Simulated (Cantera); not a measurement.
A Cantera script and its output.

```python
import numpy as np
import cantera as ct

gas = ct.Solution("h2o2.yaml")
gas.TPX = 675, 13332, {'H2': 1, 'O2': 0.385, 'N2': 1.46}
flame = ct.FreeFlame(gas, width=0.16)
flame.set_refine_criteria(ratio=3, slope=0.08, curve=0.16)
flame.transport_model = "unity-Lewis-number"
flame.solve(loglevel=0, auto=True)
z, T = flame.grid, flame.T
thick = (T[-1] - T[0]) / np.gradient(T, z).max()
show = ['H2', 'O2', 'OH', 'HO2', 'O', 'H']
print(f"laminar burning velocity  {flame.velocity[0] * 100:.3f} cm/s")
print(f"burnt temperature         {T[-1]:.1f} K")
print(f"thermal thickness         {thick * 1e3:.4f} mm")
print(f"grid points               {len(z)}")
z0 = z[flame.heat_release_rate.argmax()]
print(f"{'z/mm':>9s}{'T/K':>9s}{'u/(m/s)':>9s}" + "".join(f"{s:>11s}" for s in show))
rows = []
for k in (-3, -2, -1.5, -1, -0.5, -0.25, 0, 0.25, 0.5, 1, 2, 4, 8):
    zz = z0 + k * thick
    rows.append([k * thick, np.interp(zz, z, T), np.interp(zz, z, flame.velocity),
                 *(np.interp(zz, z, flame.X[gas.species_index(s)]) for s in show)])
    print(f"{rows[-1][0] * 1e3:9.3f}{rows[-1][1]:9.1f}{rows[-1][2]:9.3f}" + "".join(f"{x:11.3e}" for x in rows[-1][3:]))
```

It prints:

```
laminar burning velocity  519.745 cm/s
burnt temperature         2453.3 K
thermal thickness         5.1940 mm
grid points               139
     z/mm      T/K  u/(m/s)         H2         O2         OH        HO2          O          H
  -15.582    675.0    5.197  3.515e-01  1.353e-01  4.471e-18  1.275e-11  4.505e-17  1.744e-15
  -10.388    675.0    5.197  3.515e-01  1.353e-01  5.865e-16  1.104e-10  7.135e-15  1.707e-13
   -7.791    675.0    5.197  3.515e-01  1.353e-01  1.881e-13  3.665e-09  2.289e-12  5.434e-11
   -5.194    675.0    5.198  3.515e-01  1.353e-01  5.725e-11  1.727e-07  6.590e-10  1.566e-08
   -2.597    679.1    5.228  3.509e-01  1.350e-01  2.053e-06  2.374e-05  3.277e-06  7.734e-05
   -1.298    770.8    5.901  3.328e-01  1.270e-01  1.423e-04  2.793e-05  2.815e-04  5.952e-03
    0.000   1152.1    8.636  1.696e-01  6.047e-02  3.163e-03  1.036e-05  6.894e-03  8.580e-02
    1.298   1401.2   10.341  7.900e-02  2.022e-02  7.737e-03  2.971e-06  1.203e-02  1.234e-01
    2.597   1516.8   11.093  7.908e-02  1.652e-02  9.881e-03  2.112e-06  1.211e-02  1.123e-01
    5.194   1658.9   11.996  8.446e-02  1.427e-02  1.230e-02  1.557e-06  1.127e-02  9.517e-02
   10.388   1817.4   12.974  8.907e-02  1.176e-02  1.452e-02  1.112e-06  9.702e-03  7.724e-02
   20.776   1982.0   13.959  9.217e-02  9.095e-03  1.594e-02  7.812e-07  7.616e-03  5.997e-02
   41.552   2141.8   14.886  9.367e-02  6.473e-03  1.602e-02  5.713e-07  5.368e-03  4.444e-02
```

Computed with Cantera and the H2/O2 subset of GRI-Mech 3.0, which has no nitrogen chemistry. Unity Lewis numbers drop preferential diffusion, which matters most where H2 and H carry the flame. Burning velocities carry a grid error of a few per cent, more on coarse grids.
